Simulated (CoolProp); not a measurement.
Vapour pressure (bar) of vinyl chloride: the reference equation beside estimates from Tc = 425.0 K, pc = 56.00 bar, ω = 0.160. Clausius-Clapeyron is anchored at 258.3 K with a constant enthalpy of vaporisation of 22.25 kJ/mol.

Values from CoolProp's reference Helmholtz-energy equation of state, Thol 2022.

```json
[
 {"T (K)": "234", "reference": "0.3145", "Clausius-Clapeyron": "?", "Redlich-Kwong": "0.4377", "Soave-Redlich-Kwong": "0.3112", "Peng-Robinson": "0.3244"},
 {"T (K)": "242.1", "reference": "0.4723", "Clausius-Clapeyron": "0.4869", "Redlich-Kwong": "0.6506", "Soave-Redlich-Kwong": "0.4667", "Peng-Robinson": "0.4823"},
 {"T (K)": "250.2", "reference": "0.6876", "Clausius-Clapeyron": "0.6964", "Redlich-Kwong": "0.9366", "Soave-Redlich-Kwong": "0.6794", "Peng-Robinson": "0.6969"},
 {"T (K)": "258.3", "reference": "0.9740", "Clausius-Clapeyron": "0.9740", "Redlich-Kwong": "1.311", "Soave-Redlich-Kwong": "0.9632", "Peng-Robinson": "0.9815"},
 {"T (K)": "266.4", "reference": "1.346", "Clausius-Clapeyron": "?", "Redlich-Kwong": "?", "Soave-Redlich-Kwong": "1.333", "Peng-Robinson": "1.351"},
 {"T (K)": "274.6", "reference": "1.827", "Clausius-Clapeyron": "1.802", "Redlich-Kwong": "2.396", "Soave-Redlich-Kwong": "1.813", "Peng-Robinson": "?"},
 {"T (K)": "282.7", "reference": "2.421", "Clausius-Clapeyron": "2.382", "Redlich-Kwong": "3.135", "Soave-Redlich-Kwong": "2.408", "Peng-Robinson": "2.418"},
 {"T (K)": "290.8", "reference": "3.152", "Clausius-Clapeyron": "3.101", "Redlich-Kwong": "4.028", "Soave-Redlich-Kwong": "3.144", "Peng-Robinson": "3.146"},
 {"T (K)": "298.9", "reference": "4.039", "Clausius-Clapeyron": "3.979", "Redlich-Kwong": "5.094", "Soave-Redlich-Kwong": "4.040", "Peng-Robinson": "4.030"},
 {"T (K)": "307", "reference": "5.101", "Clausius-Clapeyron": "5.040", "Redlich-Kwong": "6.349", "Soave-Redlich-Kwong": "5.118", "Peng-Robinson": "5.091"},
 {"T (K)": "315.1", "reference": "6.359", "Clausius-Clapeyron": "6.306", "Redlich-Kwong": "7.811", "Soave-Redlich-Kwong": "6.398", "Peng-Robinson": "6.352"},
 {"T (K)": "323.2", "reference": "7.833", "Clausius-Clapeyron": "?", "Redlich-Kwong": "9.496", "Soave-Redlich-Kwong": "7.904", "Peng-Robinson": "7.834"}
]
```

Question: Some entries are withheld; supply them.

Answer: 
- 234, Clausius-Clapeyron: 0.3321
- 266.4, Clausius-Clapeyron: 1.335
- 266.4, Redlich-Kwong: 1.789
- 274.6, Peng-Robinson: 1.828
- 323.2, Clausius-Clapeyron: 7.802

Absolute difference from the reference over all 12 rows, mean and median: Clausius-Clapeyron 1.6 and 1.3 %, Redlich-Kwong 30.3 and 30.3 %, Soave-Redlich-Kwong 0.7 and 0.8 %, Peng-Robinson 0.7 and 0.2 %.
